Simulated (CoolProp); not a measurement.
A single-stage vapour-compression cycle with the fluid: evaporating at 251.15 K (dew point), condensing at 308.15 K (bubble point), superheat 2 K, subcooling 5 K, compressor efficiency 0.9, no pressure losses. The same conditions are run with several fluids, on thermodynamics alone (safety and materials aside).

Computed with CoolProp (reference Helmholtz-energy equation of state of each fluid (trans-2-butene: Lemmon 2005; isobutene: Lemmon 2005; carbonyl sulfide: Lemmon 2006; R407C: Lemmon 2003; chlorine: Thol 2021; hydrogen sulfide: Lemmon 2006)). Blends and air are pseudo-pure fits.

Task: Rank trans-2-butene, isobutene, carbonyl sulfide, R407C, chlorine, hydrogen sulfide by cooling COP, highest first.

Result: trans-2-butene (3.32), isobutene (3.27), chlorine (3.22), carbonyl sulfide (3.19), hydrogen sulfide (3.10), R407C (2.71)

| fluid | pressure ratio | discharge temperature (K) | refrigerating effect (kJ/kg) | volumetric capacity (kJ/m³) |
|---|---|---|---|---|
| trans-2-butene | 8.23 | 321.3 | 312 | 328 |
| isobutene | 7.55 | 318.5 | 290 | 430 |
| carbonyl sulfide | 5.12 | 366.4 | 223 | 2150 |
| R407C | 7.83 | 340.9 | 155 | 1340 |
| chlorine | 6.04 | 408.3 | 230 | 1340 |
| hydrogen sulfide | 5.02 | 390.3 | 388 | 3440 |
